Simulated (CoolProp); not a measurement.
Ammonia along the isobar 10.1 MPa: fugacity coefficient from the reference equation and from simpler models built on Tc = 132.4 °C, pc = 11.36 MPa, ω = 0.256; each cubic takes its own stable root.

Values from CoolProp's reference Helmholtz-energy equation of state, Gao 2020.

```tsv
T (°C)	phase	reference	van der Waals	Soave-Redlich-Kwong
-33.15	liquid	(withheld)	0.1033	0.01126
4.65	liquid	0.05237	0.2097	0.05498
42.35	liquid	0.1557	0.3534	(withheld)
80.15	liquid	0.3423	0.5233	0.3673
117.95	liquid	(withheld)	0.6984	(withheld)
155.65	gas	0.7441	(withheld)	(withheld)
193.45	gas	0.8124	0.8166	0.8254
```

Question: Complete the blanks.

Answer: 
- -33.15, reference: 0.01115
- 42.35, Soave-Redlich-Kwong: 0.1667
- 117.95, reference: 0.6020
- 117.95, Soave-Redlich-Kwong: 0.6333
- 155.65, van der Waals: 0.7712
- 155.65, Soave-Redlich-Kwong: 0.7612
